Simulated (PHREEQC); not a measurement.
KOH is added in steps, without added water, to 1 kg of water holding 0.012 mol NaHCO3, 2.3e-05 mol Na2B4O7 and 0.037 mol NaCl, at 80 °C. O2 is buffered at 0.21 atm. CO2 from the air is kept out. Only these solids could form: Halite, Nahcolite, Natron.

Base run: PHREEQC, ion-association model, wateq4f.dat. Each further column changes one thing. The table gives pH.

| KOH added (mol) | base | diluted 2-fold with water | NaHCO3 from 0.012 to 0.006 mol/kgw | no solid may form |
|---|---|---|---|---|
| 0 | 7.71 | 7.82 | 7.75 | 7.71 |
| 0.001313 | 8.28 | 8.77 | 8.61 | 8.28 |
| 0.002625 | 8.60 | 9.16 | 9.01 | 8.60 |
| 0.004375 | 8.90 | 9.52 | 9.39 | 8.90 |
| 0.005687 | 9.09 | 9.74 | 9.64 | 9.09 |
| 0.007 | 9.25 | 9.92 | 9.84 | 9.25 |
| 0.008313 | 9.42 | 10.06 | 10.01 | 9.42 |
| 0.009625 | 9.58 | 10.18 | 10.14 | 9.58 |
| 0.01137 | 9.78 | 10.31 | 10.28 | 9.78 |
| 0.01269 | 9.92 | 10.39 | 10.36 | 9.92 |
| 0.014 | 10.05 | 10.45 | 10.43 | 10.05 |

Away from 25 °C the constants follow the database's enthalpies or fits; those with neither stay at their 25 °C values.
